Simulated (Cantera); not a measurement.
Feed: 1 mol SiCl4, 6.4 mol H2, equilibrated at 1325 K and 0.440 bar.

Equilibrium computed with Cantera from the NASA thermochemical tables; the gas is ideal and each condensed phase is pure. Candidate condensed phases: Si; 19 gas species. The tables' values for SiCl3 are old estimates; treat these amounts as uncertain. Kinetics and transport are ignored.

Base state: H2 0.773, HCl 0.0970, SiCl4 0.0610, SiCl2 0.0260, SiHCl3 0.0249, SiCl3 0.0171, SiH2Cl2 0.00145, SiH3Cl 2.41e-5 (mole fractions); condensed: gas only.

### Question
What changes in the equilibrium state with this change: pressure from 0.440 bar to 0.00133 bar?

### Answer
| species | before | after |
|---|---|---|
| H2 | 0.773 | 0.659 |
| HCl | 0.0970 | 0.221 |
| SiCl2 | 0.0260 | 0.106 |
| SiHCl3 | 0.0249 | 0.000697 |
| SiCl4 | 0.0610 | 0.00457 |
| SiCl3 | 0.0171 | 0.00942 |
| SiH3Cl | 2.41e-5 | 9.42e-8 |
| SiH2Cl2 | 0.00145 | 1.52e-5 |
| Cl | 2.28e-7 | 1.02e-5 |
| H | 2.17e-6 | 3.63e-5 |
